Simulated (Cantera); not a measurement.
Charge: 1 mol SiH4, 0.82 mol C3H8, 490 mol H2, equilibrated at 2398 K and 218 Torr.

Method: chemical equilibrium by Gibbs-energy minimisation in Cantera with the NASA 1993 tables (ideal gas, pure condensed phases). Gases not in the tables: Si2H6 and higher silanes. The numbers say what is thermodynamically allowed, not how fast it happens.

```
species             before     after
----------------  --------  --------
H2                   0.967     0.997
H                   0.0288   0.00213
C2H2 (acetylene)   0.00228  0.000545
Si                 0.00136   3.72e-6
Si2C               8.58e-5   8.22e-8
SiC2               8.88e-5   1.21e-7
SiH               0.000224   1.53e-6
SiH2              0.000125   3.59e-6
CH4                2.82e-5  0.000140
CH3                1.55e-5   5.96e-6
C(graphite), mol         0     0.850
SiC(s), mol              0     0.995
```
Gas species are given as mole fractions.

**Question.** Name the change that produced these shifts.
A) temperature from 2398 K to 1800 K
B) temperature from 2398 K to 1950 K
C) C3H8 from 0.82 to 0.0045 mol
D) SiH4 replaced by Si(CH3)4

**Answer.** B, temperature from 2398 K to 1950 K
